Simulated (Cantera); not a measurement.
A perfectly stirred reactor is fed with H2 : O2 : N2 = 1 : 0.417 : 1.57 (molar parts), equivalence ratio 1.2, at 0.780 atm; it is adiabatic with a 375 K inlet, and is followed from long to short residence time, starting on the burning branch (τ in s: 0.43, 0.11, 0.027, 0.0068, 0.0017, 0.00043, 0.00011, 2.7e-05, 6.8e-06).

Computed with Cantera and the H2/O2 subset of GRI-Mech 3.0, which has no nitrogen chemistry.

What does this change do: O2 0.417 to 0.59 parts?


```json
[
 {"quantity": "blow-out, bracketed by the residence times tried", "before": "burning at 27.0 µs, out at 6.80 µs", "after": "burning at 27.0 µs, out at 6.80 µs"},
 {"quantity": "x(H2) at τ = 0.430 s", "before": "0.0652", "after": "0.0136"},
 {"quantity": "x(O2) at τ = 0.430 s", "before": "0.000466", "after": "0.0345"},
 {"quantity": "x(HO2) at τ = 0.430 s", "before": "1.96e-7", "after": "6.76e-6"},
 {"quantity": "x(H2O2) at τ = 0.430 s", "before": "3.56e-8", "after": "4.16e-7"},
 {"quantity": "x(OH) at τ = 0.430 s", "before": "0.00448", "after": "0.0192"},
 {"quantity": "x(H2) at τ = 1.70 ms", "before": "0.0704", "after": "0.0221"},
 {"quantity": "x(O2) at τ = 1.70 ms", "before": "0.00465", "after": "0.0374"},
 {"quantity": "x(HO2) at τ = 1.70 ms", "before": "2.00e-6", "after": "6.82e-6"},
 {"quantity": "x(H2O2) at τ = 1.70 ms", "before": "1.68e-7", "after": "3.25e-7"},
 {"quantity": "x(OH) at τ = 1.70 ms", "before": "0.0118", "after": "0.0229"}
]
```

What does this change do: inlet temperature 375 to 625 K?


```tsv
quantity	before	after
blow-out, bracketed by the residence times tried	burning at 27.0 µs, out at 6.80 µs	burning at 27.0 µs, out at 6.80 µs
x(H2) at τ = 0.430 s	0.0652	0.0674
x(O2) at τ = 0.430 s	0.000466	0.00143
x(HO2) at τ = 0.430 s	1.96e-7	6.23e-7
x(H2O2) at τ = 0.430 s	3.56e-8	7.96e-8
x(OH) at τ = 0.430 s	0.00448	0.00881
x(H2) at τ = 1.70 ms	0.0704	0.0729
x(O2) at τ = 1.70 ms	0.00465	0.00529
x(HO2) at τ = 1.70 ms	2.00e-6	1.97e-6
x(H2O2) at τ = 1.70 ms	1.68e-7	1.47e-7
x(OH) at τ = 1.70 ms	0.0118	0.0149
```
